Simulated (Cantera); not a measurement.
# Premixed flame

A freely propagating, adiabatic, planar premixed flame of 5.71 % CH₄, 1.90 % H₂, 19.3 % O₂, 73.1 % N₂, equivalence ratio 0.64, unburnt at 498 K and 140000 Pa; mixture-averaged transport, grid criteria slope 0.08 and curve 0.16, no radiation.

Detailed kinetics in Cantera: GRI-Mech 3.0 (53 species, 325 reactions). Burning velocities carry a grid error of a few per cent, more on coarse grids.

```
z (mm)   T (K)  u (m/s)     x CH₄      x H₂    x O₂   x H₂O₂     x NO      x CO
-------  -----  -------  --------  --------  ------  -------  -------  --------
-1.17      499    0.471    0.0571    0.0183   0.193  6.07e-8    <1e-8   6.03e-6
-0.779     503    0.474    0.0569    0.0172   0.193  6.25e-7    <1e-8   6.25e-5
-0.584     516    0.486    0.0563    0.0160   0.192  2.55e-6    <1e-8  0.000262
-0.389     583    0.549    0.0529    0.0139   0.188  1.26e-5  2.86e-8   0.00147
-0.195     894    0.846    0.0371    0.0108   0.163  3.86e-5  3.57e-7   0.00838
-0.0973   1208     1.15    0.0207   0.00903   0.133  2.86e-5  8.61e-7    0.0164
0         1521     1.45   0.00488   0.00653  0.0998  2.36e-6  1.62e-6    0.0229
0.0973    1663     1.58  0.000317   0.00361  0.0816  8.06e-7  2.56e-6    0.0183
0.195     1723     1.63   1.24e-5   0.00241  0.0759  6.49e-7  3.35e-6    0.0118
0.389     1790     1.69   1.93e-8   0.00166  0.0723  4.43e-7  4.43e-6   0.00558
0.779     1847     1.73     <1e-8  0.000887  0.0705  2.61e-7  5.57e-6   0.00220
1.56      1878     1.76     <1e-8  0.000329  0.0701  1.36e-7  6.50e-6  0.000773
3.11      1891     1.77     <1e-8  0.000110  0.0700  7.31e-8  7.10e-6  0.000244
```
x: mole fraction of selected species; z is measured from the peak of heat release.

```
Quantity                      Value
------------------------  ---------
laminar burning velocity  47.0 cm/s
thermal thickness          0.389 mm
peak x(H₂O₂)                3.97e-5
peak x(CO)                   0.0229
grid points                     136
```
